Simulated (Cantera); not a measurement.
Cantera with NASA thermochemical tables; ideal gases at 1 bar, condensed phases pure. Values are per mole of reaction as written; species without (g) are pure solids or liquids, kept so even where they would boil at 1 bar.

CuF2(g) → Cu + 2 F(g)

| T (K) | ΔH° (kJ) | ΔS° (J/K) | ΔG° (kJ) | log10 K |
|---|---|---|---|---|
| 1423 | 456.9 | 119.3 | 287.2 | -10.54 |
| 1573 | 459.5 | 121.0 | 269.2 | -8.94 |
| 1723 | ? | ? | ? | ? |
| 1873 | ? | ? | ? | ? |
| 2023 | 466.8 | 125.1 | 213.7 | -5.52 |
| 2173 | 469.1 | 126.2 | 194.9 | -4.68 |
| 2323 | 471.3 | 127.2 | 175.9 | -3.96 |
| 2473 | 473.5 | 128.1 | 156.8 | -3.31 |
| 2623 | 475.5 | 128.9 | 137.5 | -2.74 |
| 2773 | ? | ? | ? | ? |
| 2923 | 479.5 | 130.3 | 98.6 | -1.76 |

Task: Complete the blanks.

Result: 
- 1723, ΔH° (kJ): 462.0
- 1723, ΔS° (J/K): 122.5
- 1723, ΔG° (kJ): 250.9
- 1723, log10 K: -7.61
- 1873, ΔH° (kJ): 464.4
- 1873, ΔS° (J/K): 123.9
- 1873, ΔG° (kJ): 232.4
- 1873, log10 K: -6.48
- 2773, ΔH° (kJ): 477.5
- 2773, ΔS° (J/K): 129.6
- 2773, ΔG° (kJ): 118.1
- 2773, log10 K: -2.22
